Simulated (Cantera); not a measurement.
Source: NASA polynomial tables (part measured, part estimated), evaluated in Cantera. Values are per mole of reaction as written; species without (g) are pure solids or liquids, kept so even where they would boil at 1 bar.

O₃(g) + 12 Ti₃O₅ ⇌ 9 Ti₄O₇

```
T (K)  ΔH° (kJ)  ΔS° (J/K)  ΔG° (kJ)  log10 K
-----  --------  ---------  --------  -------
300     -1272.7       -2.5   -1271.9   221.45
1300    -1368.6     -284.4    -998.9    40.13
1400    -1372.0     -286.9    -970.3    36.20
1500    -1379.6     -292.1    -941.4    32.78
1600          ?          ?         ?        ?
1700          ?          ?         ?        ?
```

### Question
What belongs in the gaps?

### Answer

- 1600, ΔH° (kJ): -1391.4
- 1600, ΔS° (J/K): -299.7
- 1600, ΔG° (kJ): -911.8
- 1600, log10 K: 29.77
- 1700, ΔH° (kJ): -1407.6
- 1700, ΔS° (J/K): -309.5
- 1700, ΔG° (kJ): -881.4
- 1700, log10 K: 27.08
